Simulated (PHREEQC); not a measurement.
Make-up at 20 °C: 0.019 mol Cu(BF4)2, 1.5e-05 mol H2SO4 and 2.1e-05 mol H3BO3 per kg of water. Closed to the air; pH follows from the charge balance.

Equilibrium calculation in PHREEQC: ion-association model, wateq4f.dat.

```yaml
pH: 2.78
ionic_strength: 0.0581 mol/kgw
total_alkalinity: -114 meq/kg
```

| species | molality | activity | log γ |
|---|---|---|---|
| BF4- | 0.0340 | 0.0269 | -0.102 |
| Cu+2 | 0.0186 | 0.00868 | -0.331 |
| HF | 0.00491 | 0.00498 | 0.006 |
| F- | 0.00272 | 0.00218 | -0.096 |
| BF3OH- | 0.00228 | 0.00180 | -0.102 |
| H+ | 0.00196 | 0.00166 | -0.071 |
| H3BO3 | 0.00126 | 0.00128 | 0.006 |
| BF2(OH)2- | 0.000521 | 0.000412 | -0.102 |
| CuF+ | 0.000404 | 0.000329 | -0.089 |
| H2F2 | 7.62e-5 | 7.72e-5 | 0.006 |
| HF2- | 4.98e-5 | 4.00e-5 | -0.096 |
| SO4-2 | 8.20e-6 | 3.64e-6 | -0.352 |
| CuSO4 | 6.15e-6 | 6.23e-6 | 0.006 |
| BF(OH)3- | 1.33e-6 | 1.05e-6 | -0.102 |

No solid was allowed to form. Species that the database lacks are ignored. Real BF4- forms and hydrolyses slowly; the run takes it at equilibrium.
